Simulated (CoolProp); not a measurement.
A single-stage vapour-compression cycle with isobutene: evaporating at 232.15 K (dew point), condensing at 274.15 K (bubble point), superheat 10 K, subcooling 8 K, compressor efficiency 0.65, no pressure losses. Each further row changes one setting.

The numbers come from the reference Helmholtz-energy equation of state, Lemmon 2005 in CoolProp. It is a short technical equation, of lower accuracy than the large ones.

```tsv
case	cooling COP	pressure ratio	discharge temperature (K)	refrigerating effect (kJ/kg)	volumetric capacity (kJ/m³)
as stated	3.26	6.43	317.7	362	218
evaporating temperature 237.15 K	3.85	4.95	312.5	369	283
condensing temperature 269.15 K	3.77	5.34	310.1	373	225
subcooling 13 K	3.36	6.43	317.7	373	225
superheat 20 K	3.26	6.43	328.5	376	217
compressor efficiency 0.55	2.76	6.43	329.3	362	218
```
